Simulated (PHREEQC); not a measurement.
A solution holds 0.0023 mol HBr, 0.013 mol CaCl2 and 0.04 mol CuCl2 per kg of water, at 25 °C. Closed to the air; pH follows from the charge balance.

All values are PHREEQC results (ion-association model, phreeqc.dat), not measurements.

Each row changes one thing in this solution. This is a speciation only: nothing precipitates in the calculation.

```csv
case,pH,ionic strength (mol/kgw),Cl- (mol/kgw),Cu+2 (mol/kgw),CuCl+ (mol/kgw),CuCl2 (mol/kgw)
as made,2.73,0.154,0.102,0.0364,0.00353,0.000101
CuCl2 from 0.04 to 0.4 mol/kgw,2.77,0.988,0.693,0.279,0.109,0.0118
HBr left out,4.46,0.152,0.102,0.0363,0.00354,0.000102
CaCl2 from 0.013 to 0.0026 mol/kgw,2.73,0.124,0.0820,0.0369,0.00305,7.40e-5
HBr from 0.0023 to 0.00046 mol/kgw,3.43,0.152,0.102,0.0364,0.00354,0.000102
HBr from 0.0023 to 0.0115 mol/kgw,2.03,0.163,0.102,0.0364,0.00347,9.85e-5
CaCl2 from 0.013 to 0.026 mol/kgw,2.74,0.192,0.128,0.0358,0.00406,0.000138
```

The ionic strength passes 0.7 mol/kgw, the rough limit of the ion-association models, in CuCl2 from 0.04 to 0.4 mol/kgw.
